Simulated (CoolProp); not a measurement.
Vapour-liquid equilibrium of ethylene (1) + isobutane (2) at 243.1 K; x and y are mole fractions of (1).

The numbers come from the multi-fluid Helmholtz-energy mixture model, Smukala 2000 and Bücker 2006; pair parameters Bell 2016 in CoolProp.

| x | bubble pressure, mixture model (bar) | bubble pressure, Raoult's law (bar) | y, mixture model | y, Raoult's law |
|---|---|---|---|---|
| 0.05 | 1.153 | 1.409 | 0.606 | 0.686 |
| 0.125 | 2.236 | 2.824 | 0.805 | 0.856 |
| 0.2 | 3.381 | 4.240 | 0.877 | 0.912 |
| 0.275 | 4.589 | 5.655 | ___ | 0.940 |
| 0.35 | 5.860 | 7.071 | ___ | 0.957 |
| 0.425 | 7.191 | 8.486 | 0.952 | 0.968 |
| 0.5 | ___ | 9.902 | 0.963 | 0.977 |
| 0.575 | 10.02 | 11.32 | ___ | 0.983 |
| 0.65 | 11.51 | 12.73 | 0.978 | 0.987 |
| 0.725 | 13.05 | 14.15 | 0.984 | 0.991 |
| 0.8 | ___ | 15.56 | 0.989 | 0.994 |
| 0.875 | 16.30 | 16.98 | 0.993 | 0.997 |
| 0.95 | 18.06 | 18.40 | 0.997 | 0.999 |

Fill in the missing entries.


- 0.275, y, mixture model: 0.914
- 0.35, y, mixture model: 0.937
- 0.5, bubble pressure, mixture model (bar): 8.578
- 0.575, y, mixture model: 0.972
- 0.8, bubble pressure, mixture model (bar): 14.64

The largest gap from Raoult's law is -20.8 % in bubble pressure, at x = 0.125. No azeotrope shows between x = 0.05 and 0.95.

Pair parameters are fitted to limited data, so mixtures are less certain than the pure fluids.
